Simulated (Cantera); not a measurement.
An adiabatic, constant-pressure homogeneous reactor starts with H2 : O2 : N2 = 1 : 0.385 : 3.81 (molar parts), equivalence ratio 1.3, at 1225 K and 4430 Torr.

Cantera simulation using the H2/O2 subset of GRI-Mech 3.0, which has no nitrogen chemistry; the numbers are that mechanism's predictions, not measurements. The hydrogen kinetics of GRI-Mech 3.0 are dated; newer H2 mechanisms differ, most at raised pressure.

One state of this run: T (K) = 2265; x H2 = 0.0473; x O2 = 5.59e-5; x H2O2 = 2.79e-8; x H = 0.00219; x H2O = 0.159; x HO2 = 9.27e-8; x OH = 0.00112. x: mole fraction; the columns are a selection and need not sum to one.

Problem. Which value of t (s) does it belong to?
(A) 0.00646
(B) 5.00e-6
(C) 0.00232
(D) 0.000108

Solution. D, 0.000108
